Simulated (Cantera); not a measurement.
Charge: 1 mol Pb, 0.049 mol O₂, 1.5 mol N₂, held at 1598.15 K and 17.0 Pa.

Equilibrium computed with Cantera from the NASA thermochemical tables; the gas is ideal and each condensed phase is pure. Candidate condensed phases: Pb, PbO, PbO₂, Pb₃O₄; 12 gas species. Equilibrium is a limit: real reactors are often held back by kinetics, nucleation or transport.

Base state: N₂ 0.598, Pb 0.367, PbO 0.0314, O₂ 0.00367, NO 0.000221, O 6.59e-5 (mole fractions); condensed: gas only.

Problem. What changes in the equilibrium state with this change: temperature from 1598.15 K to 1025 K?

Solution. 
```json
[
 {"species": "N₂", "before": "0.598", "after": "0.832"},
 {"species": "Pb", "before": "0.367", "after": "0.164"},
 {"species": "PbO", "before": "0.0314", "after": "0.00403"},
 {"species": "O₂", "before": "0.00367", "after": "7.43e-9"},
 {"species": "O", "before": "6.59e-5", "after": "<1e-9"},
 {"species": "NO", "before": "0.000221", "after": "7.91e-9"},
 {"species": "Pb(l), mol", "before": "0", "after": "0.607"},
 {"species": "PbO(yellow), mol", "before": "0", "after": "0.0907"}
]
```
Mutual solubility and eutectic melting of coexisting phases are not modelled.
